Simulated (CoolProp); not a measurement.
The numbers come from the reference Helmholtz-energy equation of state, Gao 2020 in CoolProp.

Problem. For ammonia, give the phase and the density (kg/m³), cv (kJ/(kg K)), Joule-Thomson coefficient (K/MPa), isothermal compressibility (1/MPa) at -50.65 °C and 9.63 MPa; -41.65 °C and 9.63 MPa; 21.55 °C and 9.63 MPa.

Solution. 
- -50.65 °C and 9.63 MPa: liquid; density 707, cv 2.96, Joule-Thomson coefficient -0.206, isothermal compressibility 0.000592
- -41.65 °C and 9.63 MPa: liquid; density 696, cv 2.95, Joule-Thomson coefficient -0.199, isothermal compressibility 0.000644
- 21.55 °C and 9.63 MPa: liquid; density 616, cv 2.79, Joule-Thomson coefficient -0.113, isothermal compressibility 0.00134
